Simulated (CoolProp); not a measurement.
Normal hydrogen along the isotherm 25.6 K: Z from the reference equation and from simpler models built on Tc = 33.1 K, pc = 12.96 bar, ω = -0.219; each cubic takes its own stable root.

Computed with CoolProp (reference Helmholtz-energy equation of state, Leachman 2009).

```json
[
 {"p (bar)": "4.32", "phase": "liquid", "reference": "0.06401", "Redlich-Kwong": "0.05656", "Soave-Redlich-Kwong": "0.06147"},
 {"p (bar)": "8.64", "phase": "liquid", "reference": "0.1260", "Redlich-Kwong": "0.1116", "Soave-Redlich-Kwong": "0.1202"},
 {"p (bar)": "13", "phase": "liquid", "reference": "0.1869", "Redlich-Kwong": "0.1660", "Soave-Redlich-Kwong": "0.1774"},
 {"p (bar)": "17.3", "phase": "liquid", "reference": "0.2456", "Redlich-Kwong": "0.2186", "Soave-Redlich-Kwong": "0.2322"},
 {"p (bar)": "21.6", "phase": "liquid", "reference": "0.3032", "Redlich-Kwong": "0.2703", "Soave-Redlich-Kwong": "0.2858"},
 {"p (bar)": "25.9", "phase": "liquid", "reference": "0.3599", "Redlich-Kwong": "0.3212", "Soave-Redlich-Kwong": "0.3383"},
 {"p (bar)": "30.2", "phase": "liquid", "reference": "0.4157", "Redlich-Kwong": "0.3714", "Soave-Redlich-Kwong": "0.3899"},
 {"p (bar)": "34.6", "phase": "liquid", "reference": "0.4719", "Redlich-Kwong": "0.4222", "Soave-Redlich-Kwong": "0.4418"},
 {"p (bar)": "38.9", "phase": "liquid", "reference": "0.5262", "Redlich-Kwong": "0.4712", "Soave-Redlich-Kwong": "0.4919"},
 {"p (bar)": "43.2", "phase": "liquid", "reference": "0.5799", "Redlich-Kwong": "0.5198", "Soave-Redlich-Kwong": "0.5413"},
 {"p (bar)": "47.5", "phase": "liquid", "reference": "0.6330", "Redlich-Kwong": "0.5679", "Soave-Redlich-Kwong": "0.5902"},
 {"p (bar)": "51.9", "phase": "liquid", "reference": "0.6867", "Redlich-Kwong": "0.6167", "Soave-Redlich-Kwong": "0.6397"},
 {"p (bar)": "56.2", "phase": "liquid", "reference": "0.7387", "Redlich-Kwong": "0.6640", "Soave-Redlich-Kwong": "0.6876"},
 {"p (bar)": "60.5", "phase": "liquid", "reference": "0.7902", "Redlich-Kwong": "0.7109", "Soave-Redlich-Kwong": "0.7351"},
 {"p (bar)": "64.8", "phase": "liquid", "reference": "0.8413", "Redlich-Kwong": "0.7575", "Soave-Redlich-Kwong": "0.7822"}
]
```
